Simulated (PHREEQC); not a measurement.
Dissolve 0.00234 mol NaOH and 2e-06 mol H4SiO4 per kg of water at 20 °C. Closed to the air; pH follows from the charge balance.

Computed with PHREEQC (ion-association model, wateq4f.dat).

Precipitation was switched off in this run.

Question: Predict the pH.

Answer: pH 11.51.

Question: In which forms is Si present?

Answer: H3SiO4- 96 %, H4SiO4 2.3 %, H2SiO4-2 1.8 % of the Si.

Complexes and solids missing from the database can't appear.
